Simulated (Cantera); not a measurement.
Cantera run:

```python
import numpy as np
import cantera as ct

gas_names = [...]  # 62 gases of nasa_gas.yaml made of B, F, H, N, O
cond_names = """
    B(b) B(L) BN(s) B2O3(L) B3O3H3(cr) H2O(s) H2O(L)
""".split()


# ... load() reads the species with a 1 bar reference pressure and builds the phases ...
atoms = {
    'BF3': {'B': 1, 'F': 3},
    'H2O': {'H': 2, 'O': 1},
    'H2': {'H': 2},
    'NH3': {'N': 1, 'H': 3},
}
top_T = {'BN(s)': 3200}  # K; cautious upper limits of use, not melting points


# ... equilibrate(T, P, feed) seeds the gas with the atoms and calls Mixture.equilibrate('TP', solver="vcs", rtol=1e-11, max_steps=5000) ...
results = []
feed = {'BF3': 1, 'H2O': 1.7, 'H2': 0.31, 'NH3': 1.7}  # mol
P = 290  # Pa
for T in [1225, 1275, 1325, 1375, 1425, 1475, 1525, 1575, 1625, 1675, 1725, 1775]:
    mix = equilibrate(T, P, feed)
    results.append((T, P, feed, dict(zip(mix.species_names, mix.species_moles))))

top = {s: max(r[3][s] / sum(r[3][g] for g in gas_names) for r in results) for s in gas_names}
cols = sorted((s for s in top if top[s] > 0.0001), key=lambda s: -top[s])[:6]
seen = [c for c in cond_names if any(r[3].get(c, 0) > 1e-12 for r in results)]
print("log10 of partial pressures in bar; condensed amounts in mol")
print(f"{'T/K':>10s}" + "".join(f"{s[:9]:>10s}" for s in cols + seen))
for T, P, feed, n in results:
    ng = sum(n[g] for g in gas_names)
    print(f"{T:10.4g}" + "".join(f"{np.log10(max(n[s] / ng * P / 1e5, 1e-99)):10.3f}" for s in cols)
          + "".join(f"{n.get(c, 0):10.4g}" for c in seen))
```

It prints:

```
log10 of partial pressures in bar; condensed amounts in mol
       T/K        H2        HF        N2       H2O       BOF       BF3   B2O3(L)
      1225    -2.923    -3.161    -3.450    -3.452    -3.828    -3.914   0.09105
      1275    -2.936    -3.170    -3.462    -3.478    -3.597    -4.065         0
      1325    -2.942    -3.140    -3.469    -3.526    -3.526    -4.248         0
      1375    -2.946    -3.118    -3.473    -3.562    -3.491    -4.468         0
      1425    -2.948    -3.105    -3.475    -3.587    -3.472    -4.709         0
      1475    -2.950    -3.097    -3.476    -3.603    -3.462    -4.958         0
      1525    -2.950    -3.092    -3.477    -3.612    -3.457    -5.206         0
      1575    -2.951    -3.090    -3.478    -3.618    -3.455    -5.446         0
      1625    -2.951    -3.088    -3.478    -3.622    -3.454    -5.676         0
      1675    -2.952    -3.087    -3.478    -3.625    -3.454    -5.895         0
      1725    -2.953    -3.086    -3.478    -3.627    -3.454    -6.103         0
      1775    -2.954    -3.086    -3.479    -3.628    -3.455    -6.300         0
```

Cantera equilibrium calculation (NASA polynomials, part measured and part estimated; ideal gas, pure solids and liquids). The tables' values for BF2 are old estimates; treat these amounts as uncertain. Gases not in the tables: H3BO3.
